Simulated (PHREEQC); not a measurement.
Dissolve 0.0037 mol/kgw HCl, 0.019 mol/kgw CuSO4 and 0.02 mol/kgw MnSO4 at 25 °C. Closed to the air; pH follows from the charge balance.

Equilibrium calculation in PHREEQC: ion-association model, phreeqc.dat.

```tsv
quantity	before	after
pH	2.78	2.85
ionic strength (mol/kgw)	0.0957	0.137
SO4-2 (mol/kgw)	0.0222	0.0325
Cu+2 (mol/kgw)	0.0113	0.0106
CuSO4 (mol/kgw)	0.00767	0.00835
Cl- (mol/kgw)	0.00358	0.00354
```

### Question
Which change was made?
(A) MnSO4 from 0.02 to 0.022 mol/kgw
(B) MnSO4 from 0.02 to 0.04 mol/kgw
(C) MnSO4 left out
(D) diluted 2-fold with water
(E) diluted 100-fold with water

### Answer
B, MnSO4 from 0.02 to 0.04 mol/kgw

Precipitation was switched off in this run.
